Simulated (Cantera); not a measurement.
A perfectly stirred reactor is fed with N2O : N2 = 1 : 5.5 (molar parts), at 0.760 bar; it is held at 1450 K, and followed from long to short residence time.

Model: GRI-Mech 3.0 (53 species, 325 reactions), integrated in Cantera. GRI-Mech 3.0 was tuned for natural gas; its chemistry of N2O as a main component is partial and can be far from experiment. The temperature is held fixed by assumption; the heat of reaction is taken as removed at once.

One state of this run: x N2O = 0.0240; x NO = 0.0189; x N2 = 0.906; x O2 = 0.0508; x NO2 = 9.97e-5. x: mole fraction; the columns are a selection and need not sum to one.

Problem. Which value of τ (s) does it belong to?
(A) 0.011
(B) 0.29
(C) 0.098
(D) 0.89

Solution. B, 0.29
